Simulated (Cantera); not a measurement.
Input: 1 mol Cu₂O, 1.8 mol C, 0.19 mol H₂, held at 1225 K and 133 Pa.

Method: chemical equilibrium by Gibbs-energy minimisation in Cantera with the NASA 1993 tables (ideal gas, pure condensed phases). Candidate condensed phases: C, C₆H₆, C₇H₈, C₈H₁₈, Cu, CuO, Cu(OH)₂, Cu₂O, H₂O; 113 gas species. Equilibrium is a limit: real reactors are often held back by kinetics, nucleation or transport.

Base state: CO 0.840, H₂ 0.160, Cu 1.81e-5, CO₂ 1.26e-5 (mole fractions); condensed: C(graphite) + Cu(s).

Q: What changes in the equilibrium state with this change: temperature from 1225 K to 2623 K?

A: 
```csv
species,before,after
Cu,1.81e-5,0.594
CO,0.840,0.297
H,3.41e-6,0.0980
H₂,0.160,0.00722
C₃,<1e-9,0.00230
C,<1e-9,0.000625
"C(graphite), mol",0.800,0.771
"Cu(s), mol",2.00,0
```
